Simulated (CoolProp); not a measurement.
Aqueous lithium chloride as a coolant, 8 % by mass, freezing at -9.1 °C, 1 atm.

The numbers come from the Melinder's fits for secondary coolants in CoolProp.

```csv
T (°C),density (kg/m³),cp (kJ/(kg K)),Prandtl number,conductivity (W/(m K))
-6.9,1048,3.738,19.9,0.535
-1,1048,3.743,16.0,0.545
4.8,1047,3.748,13.1,0.554
10.7,1046,3.755,11.0,0.564
16.5,1045,3.761,9.37,0.573
22.4,1044,3.768,8.06,0.582
28.2,1042,3.775,7.01,0.591
34.1,1040,3.783,6.13,0.600
```
